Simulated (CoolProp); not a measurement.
Saturation properties of n-octane.

Computed with CoolProp (reference Helmholtz-energy equation of state, Beckmüller 2019).

| T (°C) | p (kPa) | surface tension (mN/m) | liquid viscosity (µPa s) |
|---|---|---|---|
| 174.05 | 328.3 | 7.95 | 139 |
| 177.85 | 355.6 | 7.64 | 136 |
| 181.75 | 385.5 | 7.33 | 132 |
| 185.55 | 416.4 | 7.02 | 128 |
| 189.35 | 449.1 | 6.72 | 124 |
| 193.15 | 483.8 | 6.42 | 121 |
| 197.05 | 521.5 | 6.12 | 117 |
| 200.85 | 560.2 | 5.82 | 114 |
| 204.65 | 601.2 | 5.53 | 110 |
| 208.45 | 644.3 | 5.24 | 107 |

It boils at 125.6 °C under 1 atm.

Viscosity comes from a separate model (Huber 2004). Surface tension comes from a separate correlation (Mulero 2012).
